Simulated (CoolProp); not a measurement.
A single-stage vapour-compression cycle with n-perfluorobutane: evaporating at 227.15 K (dew point), condensing at 296.15 K (bubble point), superheat 8 K, subcooling 8 K, compressor efficiency 0.6, no pressure losses. Each further row changes one setting.

Values from CoolProp's reference Helmholtz-energy equation of state, Gao 2022.

```csv
case,cooling COP,pressure ratio,discharge temperature (K),refrigerating effect (kJ/kg),volumetric capacity (kJ/m³)
as stated,1.21,22.4,296.1,51.0,70.1
evaporating temperature 232.15 K,1.42,16.5,296.1,54.8,100
condensing temperature 291.15 K,1.41,19.0,291.1,56.7,77.9
subcooling 13 K,1.34,22.4,296.1,56.7,77.8
superheat 18 K,1.30,22.4,303.2,58.8,77.5
compressor efficiency 0.5,1.00,22.4,300.5,51.0,70.1
```

The compression ends wet for: as stated; evaporating temperature 232.15 K; condensing temperature 291.15 K; subcooling 13 K.
